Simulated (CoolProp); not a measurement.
Computed with CoolProp (reference Helmholtz-energy equation of state, Lemmon 2006). It is a short technical equation, of lower accuracy than the large ones.

Problem. Give the vapour pressure (kPa), liquid cp (kJ/(kg K)), vapour Z, surface tension (mN/m) of saturated R142b at 248.7, 262.5 K.

Solution. 
```csv
T (K),p (kPa),liquid cp (kJ/(kg K)),vapour Z,surface tension (mN/m)
248.7,52.0,1.20,0.974,18.0
262.5,95.2,1.23,0.960,16.1
```

Surface tension comes from a separate correlation (Mulero 2012).
